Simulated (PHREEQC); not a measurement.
1 kg of water holding 36 mmol/kgw K2CO3 meets 20 L of dry gas (CO2 0.28, H2S 0.72 by moles) at fixed total pressure, at 40 °C; fugacities by Peng-Robinson. The gases take part in no redox reaction, some water evaporates into the gas, and hydrates or a liquid gas phase aren't modelled. Nothing may precipitate in this run.

Equilibrium calculation in PHREEQC: ion-association model, phreeqc.dat.

```json
[
 {"P (atm)": "1", "dissolved CO2 (all carbonate carbon) (mol/kgw)": "0.0312", "φ of CO2": "0.995", "p of CO2 (atm)": "0.297", "dissolved H2S (mol/kgw)": "0.0876", "φ of H2S": "0.993", "p of H2S (atm)": "0.630"},
 {"P (atm)": "2", "dissolved CO2 (all carbonate carbon) (mol/kgw)": "0.0368", "φ of CO2": "0.991", "p of CO2 (atm)": "0.588", "dissolved H2S (mol/kgw)": "…", "φ of H2S": "0.986", "p of H2S (atm)": "1.34"},
 {"P (atm)": "3", "dissolved CO2 (all carbonate carbon) (mol/kgw)": "0.0431", "φ of CO2": "0.986", "p of CO2 (atm)": "0.878", "dissolved H2S (mol/kgw)": "…", "φ of H2S": "0.979", "p of H2S (atm)": "2.05"},
 {"P (atm)": "5", "dissolved CO2 (all carbonate carbon) (mol/kgw)": "0.0557", "φ of CO2": "0.977", "p of CO2 (atm)": "1.46", "dissolved H2S (mol/kgw)": "…", "φ of H2S": "0.965", "p of H2S (atm)": "3.47"},
 {"P (atm)": "7.5", "dissolved CO2 (all carbonate carbon) (mol/kgw)": "0.0713", "φ of CO2": "0.965", "p of CO2 (atm)": "2.18", "dissolved H2S (mol/kgw)": "…", "φ of H2S": "0.948", "p of H2S (atm)": "5.25"},
 {"P (atm)": "10", "dissolved CO2 (all carbonate carbon) (mol/kgw)": "0.0864", "φ of CO2": "0.954", "p of CO2 (atm)": "2.90", "dissolved H2S (mol/kgw)": "…", "φ of H2S": "0.931", "p of H2S (atm)": "7.03"},
 {"P (atm)": "15", "dissolved CO2 (all carbonate carbon) (mol/kgw)": "0.115", "φ of CO2": "0.932", "p of CO2 (atm)": "4.33", "dissolved H2S (mol/kgw)": "0.642", "φ of H2S": "0.897", "p of H2S (atm)": "10.6"}
]
```

### Question
Fill in the missing entries.

### Answer

- 2, dissolved H2S (mol/kgw): 0.133
- 3, dissolved H2S (mol/kgw): 0.176
- 5, dissolved H2S (mol/kgw): 0.261
- 7.5, dissolved H2S (mol/kgw): 0.363
- 10, dissolved H2S (mol/kgw): 0.461

Species that the database lacks are ignored. At this temperature some constants are extrapolated from 25 °C, and those without enthalpy data are left unchanged.
